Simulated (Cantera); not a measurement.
A closed system holds: 1 mol V₂O₅, 1400 mol H₂, equilibrated at 1400 K and 22000 Pa.

These are equilibrium values from Cantera (NASA tables, ideal gas, pure condensed phases), not measurements of a reactor. Candidate condensed phases: H₂O, V, VO, V₂O₃, V₂O₄, V₂O₅; 12 gas species. Mutual solubility and eutectic melting of coexisting phases are not modelled. VO: taken at fixed stoichiometry. Condensed phases not in the tables: the oxides between V₂O₃ and V₂O₅ other than VO₂. Kinetics and transport are ignored.

Base state: H₂ 0.998, H₂O 0.00201, H 1.04e-5 (mole fractions); condensed: VO(s) + V₂O₃(s).

**Question.** What changes in the equilibrium state with this change: V₂O₅ replaced by Al₂O₃?

**Answer.** 
```tsv
species	before	after
H₂	0.998	1.000
H	1.04e-5	1.04e-5
H₂O	0.00201	6.72e-8
VO(s), mol	1.62	0
V₂O₃(s), mol	0.190	0
Al₂O₃(s), mol	0	1.000
```
Further candidate phases: Al, Al₂O₃.
